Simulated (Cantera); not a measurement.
An isothermal, constant-pressure homogeneous reactor starts with CH4 : H2O = 1 : 3.1 (molar parts), at 1575 K and 1.00 bar. Integrator tolerance rtol = 1e-08.

Detailed kinetics in Cantera: GRI-Mech 3.0 (53 species, 325 reactions).

### Question
What does this change do: temperature 1575 to 1375 K?

### Answer
```
quantity                                            before                                     after
------------------  --------------------------------------  ----------------------------------------
x(CH4) at 2.00 s    0.0282 (gas-phase equilibrium 1.10e-7)     0.183 (gas-phase equilibrium 1.36e-6)
x(H2O) at 2.00 s       0.436 (gas-phase equilibrium 0.316)       0.718 (gas-phase equilibrium 0.308)
x(H2) at 2.00 s        0.408 (gas-phase equilibrium 0.520)      0.0740 (gas-phase equilibrium 0.528)
x(CO) at 2.00 s       0.0743 (gas-phase equilibrium 0.136)     0.00137 (gas-phase equilibrium 0.128)
x(CH2CO) at 2.00 s  1.29e-5 (gas-phase equilibrium <1e-12)  1.58e-5 (gas-phase equilibrium 2.08e-12)
```
